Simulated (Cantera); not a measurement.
Cantera run:

```python
import numpy as np
import cantera as ct

gas_names = """
    C CH CH2 CH3 CH4 CN C2 C2H C2H2,acetylene C2H2,vinylidene C2H3,vinyl CH3CN C2H4 C2H5 C2H6 CCN CNC
    C2N2 C3 C3H3,propargyl C3H4,allene C3H4,propyne C3H4,cyclo- C3H5,allyl C3H6,propylene C3H6,cyclo-
    C3H7,n-propyl C3H7,i-propyl C3H8 C4 C4H2 C4H4,1,3-cyclo- C4H6,butadiene C4H6,2-butyne C4H6,cyclo-
    C4H8,1-butene C4H8,cis2-buten C4H8,tr2-butene C4H8,isobutene C4H8,cyclo- C4H9,n-butyl C4H9,i-butyl
    C4H9,s-butyl C4H9,t-butyl C4H10,isobutane C4H10,n-butane C4N2 C5 C5H6,1,3cyclo- C5H8,cyclo-
    C5H10,1-pentene C5H10,cyclo- C5H11,pentyl C5H11,t-pentyl C5H12,n-pentane C5H12,i-pentane
    CH3C(CH3)2CH3 C6H2 C6H5,phenyl C6H6 C6H10,cyclo- C6H12,1-hexene C6H12,cyclo- C6H13,n-hexyl
    C7H7,benzyl C7H8 C7H14,1-heptene C7H15,n-heptyl C7H16,n-heptane C8H8,styrene C8H10,ethylbenz
    C8H16,1-octene C8H17,n-octyl C8H18,isooctane C8H18,n-octane C9H19,n-nonyl C10H8,naphthale
    C10H21,n-decyl C12H9,o-bipheny C12H10,bipheny H HCN HCCN HNC H2 N NH NH2 NH3 N2 N2H2 N2H4
""".split()
cond_names = """
    C(gr) C6H6(L) C7H8(L) C8H18(L),n-octa
""".split()


def load(file, names, dense=False):
    # The tables refer to 1 bar. Condensed volumes are neglected.
    table = {s.name: s for s in ct.Species.list_from_file(file)}
    out = []
    for n in names:
        d = dict(table[n].input_data)
        d["thermo"] = dict(d["thermo"], **{"reference-pressure": 1e5})
        if dense:
            d["equation-of-state"] = {"model": "constant-volume", "density": "1e6 g/cm^3"}
        out.append(ct.Species.from_dict(d))
    return out


gas = ct.Solution(thermo="ideal-gas", species=load("nasa_gas.yaml", gas_names))
cond = {s.name: ct.Solution(thermo="fixed-stoichiometry", species=[s], name=s.name)
        for s in load("nasa_condensed.yaml", cond_names, dense=True)}
atoms = {
    'C2H4': {'C': 2, 'H': 4},
    'H2': {'H': 2},
    'N2': {'N': 2},
}
top_T = {'C(gr)': 4500}  # K; cautious upper limits of use, not melting points


def equilibrate(T, P, feed):
    n = {}
    for name, mol in feed.items():
        for a, k in atoms[name].items():
            n[a] = n.get(a, 0.0) + k * mol
    gas.TPX = T, P, n
    mass = sum(n.values()) * gas.mean_molecular_weight
    gas.equilibrate("TP")
    valid = [c for c in cond.values() if c.min_temp <= T <= top_T.get(c.name, c.max_temp)]
    mix = ct.Mixture([(gas, mass / gas.mean_molecular_weight)] + [(c, 0.0) for c in valid])
    mix.T, mix.P = T, P
    mix.equilibrate("TP", solver="vcs", rtol=1e-11, max_steps=5000)
    return mix


results = []
feed = {'C2H4': 1, 'H2': 7.4, 'N2': 2.6}  # mol
T = 2700  # K
P = 1333.22  # Pa
mix = equilibrate(T, P, feed)
results.append((T, P, feed, dict(zip(mix.species_names, mix.species_moles))))
x = sorted(zip(gas.X, gas.species_names), reverse=True)
print(f"T = {T:g} K  P = {P:g} Pa  gas = {mix.phase_moles(0):.4g} mol")
print("   x: " + "  ".join(f"{s} {v:.3e}" for v, s in x if v > 0.001))
print("   condensed (mol): " + ("  ".join(f"{mix.phase(i).name} {mix.phase_moles(i):.4g}"
      for i in range(1, mix.n_phases) if mix.phase_moles(i) > 1e-12) or "none"))
```

Output:

```
T = 2700 K  P = 1333.22 Pa  gas = 14.43 mol
   x: H2 4.564e-01  H 3.325e-01  N2 1.618e-01  HCN 3.056e-02  C2H2,acetylene 1.076e-02  HNC 4.426e-03  CN 1.670e-03
   condensed (mol): C(gr) 1.095
```

These are equilibrium values from Cantera (NASA tables, ideal gas, pure condensed phases), not measurements of a reactor.
